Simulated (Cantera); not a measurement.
An isothermal, constant-pressure homogeneous reactor starts with 14.7 % H2, 38.8 % O2, 46.5 % N2, equivalence ratio 0.19, at 1225 K and 143 Torr.

Model: the H2/O2 subset of GRI-Mech 3.0, which has no nitrogen chemistry, integrated in Cantera. The temperature is held fixed by assumption; the heat of reaction is taken as removed at once.

x: mole fraction; the columns are a selection and need not sum to one.

```
t (s)         x H2   x O2    x HO2       x O      x OH
--------  --------  -----  -------  --------  --------
9.00e-5      0.146  0.387        …  0.000268  0.000164
0.000217   0.00820  0.323        …    0.0244   0.00663
0.000522   0.00169  0.335        …   0.00466   0.00271
0.00126   0.000231  0.338        …  0.000594  0.000914
0.00303    3.47e-5  0.339        …   9.43e-5  0.000368
0.00731    6.50e-6  0.339        …   2.07e-5  0.000174
0.0176     1.58e-6  0.339        …   5.83e-6   9.22e-5
0.0424     4.74e-7  0.339        …   1.91e-6   5.28e-5
0.102      1.63e-7  0.339        …   6.93e-7   3.17e-5
0.246      6.15e-8  0.339        …   2.70e-7   1.97e-5
0.593      2.64e-8  0.339  1.92e-8   1.16e-7   1.29e-5
1.43       1.53e-8  0.339  2.03e-8   6.59e-8   9.74e-6
3.45       1.34e-8  0.339  2.10e-8   5.68e-8   9.04e-6
8.30       1.33e-8  0.339  2.10e-8   5.66e-8   9.02e-6
20.0       1.33e-8  0.339  2.10e-8   5.66e-8   9.02e-6
```

Q: Fill in the missing entries.

A: 
- 9.00e-5, x HO2: 1.50e-5
- 0.000217, x HO2: 4.89e-5
- 0.000522, x HO2: 3.94e-5
- 0.00126, x HO2: 1.51e-5
- 0.00303, x HO2: 3.84e-6
- 0.00731, x HO2: 9.94e-7
- 0.0176, x HO2: 3.01e-7
- 0.0424, x HO2: 1.05e-7
- 0.102, x HO2: 4.27e-8
- 0.246, x HO2: 2.32e-8
